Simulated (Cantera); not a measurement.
Feed: 1 mol Si, 0.0021 mol H₂O, 100 mol H₂, equilibrated at 1025 K and 10.0 mbar.

Method: chemical equilibrium by Gibbs-energy minimisation in Cantera with the NASA 1993 tables (ideal gas, pure condensed phases). Candidate condensed phases: H₂O, Si, SiO₂; 18 gas species. Mutual solubility and eutectic melting of coexisting phases are not modelled. Equilibrium is a limit: real reactors are often held back by kinetics, nucleation or transport.

Base state: H₂ 1.00 (mole fractions); condensed: Si(s) + SiO₂(β-quartz).

Q: What changes in the equilibrium state with this change: temperature from 1025 K to 1273 K?

A: 
```
species               before    after
-------------------  -------  -------
H₂                      1.00    1.000
SiO                  1.44e-7  2.10e-5
Si(s), mol             0.999    0.998
SiO₂(β-quartz), mol  0.00104        0
```
